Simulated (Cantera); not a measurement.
An adiabatic, constant-volume homogeneous reactor starts with CO : H2 : CH4 : O2 : N2 = 1 : 0.035 : 0.075 : 1.63 : 12.9 (molar parts), equivalence ratio 0.41, at 1350 K and 760 Torr. Integrator tolerance rtol = 1e-08.

Model: GRI-Mech 3.0 (53 species, 325 reactions), integrated in Cantera.

Q: What does this change do: H2 0.035 to 0.069 parts?

A: 
| quantity | before | after |
|---|---|---|
| time of steepest temperature rise | 0.285 ms | 0.205 ms |
| temperature at 1.00 s | 2106 K | 2120 K |
| equilibrium temperature | 2103 K | 2118 K |
| x(CO) at 1.00 s | 0.000707 (gas-phase equilibrium 0.000697) | 0.000789 (gas-phase equilibrium 0.000781) |
| x(H2) at 1.00 s | 2.40e-5 (gas-phase equilibrium 2.37e-5) | 3.14e-5 (gas-phase equilibrium 3.12e-5) |
| x(CH4) at 1.00 s | <1e-12 (gas-phase equilibrium <1e-12) | <1e-12 (gas-phase equilibrium <1e-12) |
| x(NO) at 1.00 s | 0.00472 (gas-phase equilibrium 0.00563) | 0.00512 (gas-phase equilibrium 0.00577) |
| x(O) at 1.00 s | 0.000292 (gas-phase equilibrium 0.000285) | 0.000316 (gas-phase equilibrium 0.000312) |
| x(N2O) at 1.00 s | 4.03e-7 (gas-phase equilibrium 4.03e-7) | 4.14e-7 (gas-phase equilibrium 4.14e-7) |
| x(OH) at 1.00 s | 0.000762 (gas-phase equilibrium 0.000753) | 0.000875 (gas-phase equilibrium 0.000867) |
